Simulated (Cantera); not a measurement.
A closed system holds: 1 mol SiH₂Cl₂, 4 mol HCl, 44 mol H₂, held at 0.133 bar.

Equilibrium computed with Cantera from the NASA thermochemical tables; the gas is ideal and each condensed phase is pure. Candidate condensed phases: Si; 19 gas species. The tables' values for SiCl, SiCl₃ are old estimates; treat these amounts as uncertain. Gases not in the tables: Si₂H₆ and higher silanes. The numbers say what is thermodynamically allowed, not how fast it happens. All values below are at 2125 °C.

Base state: H₂ 0.843, HCl 0.0946, H 0.0396, SiCl₂ 0.00837, Si 0.00790, Cl 0.00317, SiCl 0.00178, SiH 0.000823 (mole fractions); condensed: gas only.

Problem. What changes in the equilibrium state with this change: pressure from 0.133 bar to 1.33 mbar?

Solution. 
```json
[
 {"species": "H₂", "before": "0.843", "after": "0.564"},
 {"species": "H", "before": "0.0396", "after": "0.324"},
 {"species": "HCl", "before": "0.0946", "after": "0.0684"},
 {"species": "Cl", "before": "0.00317", "after": "0.0280"},
 {"species": "Si", "before": "0.00790", "after": "0.0156"},
 {"species": "SiCl₃", "before": "2.27e-5", "after": "3.10e-8"},
 {"species": "SiH₂", "before": "0.000289", "after": "3.81e-6"},
 {"species": "SiCl₂", "before": "0.00837", "after": "0.000129"},
 {"species": "Si₂", "before": "8.86e-5", "after": "3.45e-6"},
 {"species": "SiH", "before": "0.000823", "after": "0.000133"}
]
```
The tables' values for SiCl are old estimates; treat these amounts as uncertain.
